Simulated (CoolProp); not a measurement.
Properties of toluene along the isobar 16.6 MPa.

The numbers come from the reference Helmholtz-energy equation of state, Lemmon 2006 in CoolProp. It is a short technical equation, of lower accuracy than the large ones.

| T (K) | phase | conductivity (mW/(m K)) | Prandtl number |
|---|---|---|---|
| 226.5 | liquid | 153 | 21.8 |
| 231.8 | liquid | 152 | 19.3 |
| 237.1 | liquid | 150 | 17.3 |
| 242.5 | liquid | 149 | 15.6 |
| 247.8 | liquid | 148 | 14.3 |
| 253.1 | liquid | 147 | 13.1 |
| 258.4 | liquid | 145 | 12.1 |
| 263.7 | liquid | 144 | ? |
| 269.1 | liquid | 143 | ? |
| 274.4 | liquid | ? | ? |
| 279.7 | liquid | 140 | 9.35 |

Q: What belongs in the gaps?

A: 
- 263.7, Prandtl number: 11.3
- 269.1, Prandtl number: 10.5
- 274.4, conductivity (mW/(m K)): 142
- 274.4, Prandtl number: 9.91

Viscosity comes from a separate model (Avgeri 2015). Thermal conductivity comes from a separate model (Assael 2012).
